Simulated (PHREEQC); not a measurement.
0.019 g of hydrous ferric oxide (600 m²/g; 0.2 weak and 0.005 strong sites per Fe, Dzombak-Morel constants, diffuse double layer) in 1 kg of water with 0.005 mol/kgw of an inert sodium salt and 9.6e-05 mmol/kgw MnCl2, 0.01 mmol/kgw Na2SO4 and 0.068 mmol/kgw Ag2SO4, at 25 °C; the pH is set by adding NaOH or the inert anion's acid. No oxygen is let in. CO2 from the air is kept out. No solid was allowed to form.

Equilibrium calculation in PHREEQC: ion-association model, wateq4f.dat.

```csv
pH,Mn sorbed (%),S sorbed (%),Ag sorbed (%),surface charge σ (C/m²),surface potential ψ (mV)
4,0.0,23.8,0.0,0.037,111
5,0.0,18.3,0.0,0.031,102
5.5,0.1,13.6,0.2,0.026,95
6,0.3,8.6,0.5,0.021,85
7,2.1,1.3,0.9,0.011,57
8,40.3,0.0,2.2,0.001,6
8.5,83.7,0.0,4.8,-0.004,-22
9,97.2,0.0,10.2,-0.009,-48
10,99.7,0.0,24.6,-0.021,-85
```
